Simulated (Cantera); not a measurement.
Charge: 1 mol SiH4, 0.37 mol O3, 14 mol H2, equilibrated at 100000 Pa.

Equilibrium computed with Cantera from the NASA thermochemical tables; the gas is ideal and each condensed phase is pure. Candidate condensed phases: H2O, Si, SiO2; 18 gas species. Each liquid is taken as pure. Mutual solubility and eutectic melting of coexisting phases are not modelled. The tables hold silica as quartz up to 1696 K and as liquid above; real silica turns to tridymite and cristobalite and melts near 1996 K. Gases not in the tables: Si2H6 and higher silanes. Kinetics and transport are ignored.

Task: What share of the Si ends up in condensed phases as a function of T (°C), at 975, 1025, 1075, 1125, 1175, 1225, 1275, 1325, 1375, 1425, 1475, 1525, 1575, 1625?

Result: 
```
T (°C)  Si condensed (%)                       as
------  ----------------  -----------------------
975                100.0   Si(s) + SiO2(β-quartz)
1025               100.0   Si(s) + SiO2(β-quartz)
1075               100.0   Si(s) + SiO2(β-quartz)
1125                99.9   Si(s) + SiO2(β-quartz)
1175                99.7   Si(s) + SiO2(β-quartz)
1225                99.2   Si(s) + SiO2(β-quartz)
1275                98.1   Si(s) + SiO2(β-quartz)
1325                95.6   Si(s) + SiO2(β-quartz)
1375                90.4   Si(s) + SiO2(β-quartz)
1425                80.1  Si(l) + SiO2(condensed)
1475                62.5  Si(l) + SiO2(condensed)
1525                31.2  Si(l) + SiO2(condensed)
1575                10.9          SiO2(condensed)
1625                10.6          SiO2(condensed)
```
